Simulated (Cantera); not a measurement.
Feed: 1 mol Si₃H₈, 0.13 mol HCl, 5.4 mol H₂, held at 1673 K and 22.0 mbar.

These are equilibrium values from Cantera (NASA tables, ideal gas, pure condensed phases), not measurements of a reactor. Candidate condensed phases: Si; 19 gas species. The feed counts by its element totals alone. Gases not in the tables: Si₂H₆ and higher silanes. The numbers say what is thermodynamically allowed, not how fast it happens.

Base state: H₂ 0.986, HCl 0.0125, H 0.000762, SiCl₂ 0.000569, Si 1.90e-5, SiH₂ 1.09e-5 (mole fractions); condensed: Si(s).

What changes in the equilibrium state with this change: 0.63 mol NH₃ added?


| species | before | after |
|---|---|---|
| H₂ | 0.986 | 0.958 |
| N₂ | 0 | 0.0292 |
| HCl | 0.0125 | 0.0111 |
| SiCl₂ | 0.000569 | 0.000463 |
| SiH₂ | 1.09e-5 | 1.06e-5 |
| H | 0.000762 | 0.000752 |
| Si | 1.90e-5 | 1.90e-5 |
| Si(s), mol | 2.99 | 2.99 |
Further candidate phases: NH₄Cl, Si₃N₄.
